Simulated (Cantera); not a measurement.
A closed system holds: 1 mol MgO, 5.3 mol C, 0.16 mol CO, 0.67 mol CH₄, equilibrated at 17.0 Pa.

Method: chemical equilibrium by Gibbs-energy minimisation in Cantera with the NASA 1993 tables (ideal gas, pure condensed phases). Candidate condensed phases: C, C₆H₆, C₇H₈, C₈H₁₈, H₂O, Mg, MgCO₃, MgO, Mg(OH)₂; 116 gas species. The tables' values for MgH are old estimates; treat these amounts as uncertain. Rates play no part. All values below are at 2075 K.

Base state: CO 0.313, H₂ 0.305, Mg 0.270, H 0.113, C₂H₂ (acetylene) 0.000378, MgH 3.15e-5 (mole fractions); condensed: C(graphite).

### Question
What changes in the equilibrium state with this change: pressure from 17.0 Pa to 490000 Pa?

### Answer
```csv
species,before,after
H₂,0.305,0.697
CO,0.313,0.192
Mg,0.270,0.105
H,0.113,0.00100
CH₄,5.53e-9,0.000834
H₂O,1.42e-9,5.77e-5
C₂H₄,<1e-9,1.33e-5
CH₃,4.00e-8,2.35e-5
MgH,3.15e-5,0.00316
"C(graphite), mol",4.97,5.76
"MgO(s), mol",0,0.793
```

### Question
What changes in the equilibrium state with this change: pressure from 17.0 Pa to 220 Pa?

### Answer
```csv
species,before,after
H₂,0.305,0.359
CO,0.313,0.326
Mg,0.270,0.281
H,0.113,0.0340
MgH,3.15e-5,0.000128
C₂H₂ (acetylene),0.000378,0.000445
"C(graphite), mol",4.97,4.97
```
